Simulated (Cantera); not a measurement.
Standard-state values (1 bar) from the NASA 1993 polynomials, evaluated with Cantera. Values are per mole of reaction as written; species without (g) are pure solids or liquids, kept so even where they would boil at 1 bar.

C + 2 PbS(g) = CS2(g) + 2 Pb(g)

```tsv
T (K)	ΔH° (kJ)	ΔS° (J/K)	ΔG° (kJ)	log10 K
748	[?]	[?]	[?]	[?]
898	247.3	87.1	169.1	-9.83
1048	247.9	87.8	156.0	-7.77
1198	[?]	[?]	[?]	[?]
1348	249.1	88.8	129.5	-5.02
1498	[?]	[?]	[?]	[?]
1648	250.8	89.9	102.7	-3.25
1798	[?]	[?]	[?]	[?]
```

Complete the blanks.


- 748, ΔH° (kJ): 246.6
- 748, ΔS° (J/K): 86.2
- 748, ΔG° (kJ): 182.1
- 748, log10 K: -12.71
- 1198, ΔH° (kJ): 248.5
- 1198, ΔS° (J/K): 88.3
- 1198, ΔG° (kJ): 142.8
- 1198, log10 K: -6.22
- 1498, ΔH° (kJ): 249.9
- 1498, ΔS° (J/K): 89.3
- 1498, ΔG° (kJ): 116.1
- 1498, log10 K: -4.05
- 1798, ΔH° (kJ): 252.0
- 1798, ΔS° (J/K): 90.6
- 1798, ΔG° (kJ): 89.2
- 1798, log10 K: -2.59
